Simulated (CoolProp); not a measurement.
Water at several states: fugacity coefficient from the reference equation and from simpler models built on Tc = 373.9 °C, pc = 22.06 MPa, ω = 0.344; each cubic takes its own stable root.

The numbers come from the reference Helmholtz-energy equation of state, Wagner 2002 in CoolProp.

```
T (°C)  p (MPa)          phase  reference
------  -------  -------------  ---------
425.85       41  supercritical     0.5503
223.35     26.3         liquid    0.09478
663.25   0.0425            gas     0.9999
348.05      3.1            gas     0.9453
639.55   0.0731            gas     0.9997
```

### Question
How far does each simpler model (van der Waals, Redlich-Kwong, Peng-Robinson) lie from the reference over these 5 states: mean and median of the absolute difference, and the worst?

### Answer
- van der Waals: mean 36.8 %, median 0.2 %, worst +183.1 % at 223.35 °C and 26.3 MPa
- Redlich-Kwong: mean 13.4 %, median 0.1 %, worst +65.6 % at 223.35 °C and 26.3 MPa
- Peng-Robinson: mean 1.3 %, median 0.6 %, worst +5.2 % at 223.35 °C and 26.3 MPa
